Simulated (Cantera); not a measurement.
What does this Cantera script print?

```python
import numpy as np
import cantera as ct

gas_names = """
    CL CL2 H HCL H2 Si SiCL SiCL2 SiCL3 SiCL4 SiH SiHCL3 SiH2 SiH2CL2 SiH3 SiH3CL SiH4 Si2 Si3
""".split()
cond_names = """
    Si(cr) Si(L)
""".split()


# ... load() reads the species with a 1 bar reference pressure and builds the phases ...
atoms = {
    'Si2Cl6': {'Si': 2, 'CL': 6},
    'HCl': {'H': 1, 'CL': 1},
    'H2': {'H': 2},
}
top_T = {}  # K; cautious upper limits of use, not melting points


# ... equilibrate(T, P, feed) seeds the gas with the atoms and calls Mixture.equilibrate('TP', solver="vcs", rtol=1e-11, max_steps=5000) ...
results = []
feed = {'Si2Cl6': 1, 'HCl': 0.023, 'H2': 180}  # mol
T = 1073.15  # K
P = 100000  # Pa
mix = equilibrate(T, P, feed)
results.append((T, P, feed, dict(zip(mix.species_names, mix.species_moles))))
x = sorted(zip(gas.X, gas.species_names), reverse=True)
print(f"T = {T:g} K  P = {P:g} Pa  gas = {mix.phase_moles(0):.4g} mol")
print("   x: " + "  ".join(f"{s} {v:.3e}" for v, s in x if v > 1e-06))
print("   condensed (mol): " + ("  ".join(f"{mix.phase(i).name} {mix.phase_moles(i):.4g}"
      for i in range(1, mix.n_phases) if mix.phase_moles(i) > 1e-12) or "none"))
```

Result:

```
T = 1073.15 K  P = 100000 Pa  gas = 181.7 mol
   x: H2 9.838e-01  HCL 8.698e-03  SiHCL3 3.809e-03  SiCL4 2.746e-03  SiH2CL2 6.169e-04  SiCL3 1.603e-04  SiCL2 1.497e-04  SiH3CL 2.624e-05
   condensed (mol): Si(cr) 0.6357
```

Method: chemical equilibrium by Gibbs-energy minimisation in Cantera with the NASA 1993 tables (ideal gas, pure condensed phases). The feed counts by its element totals alone. The tables' values for SiCl3 are old estimates; treat these amounts as uncertain.
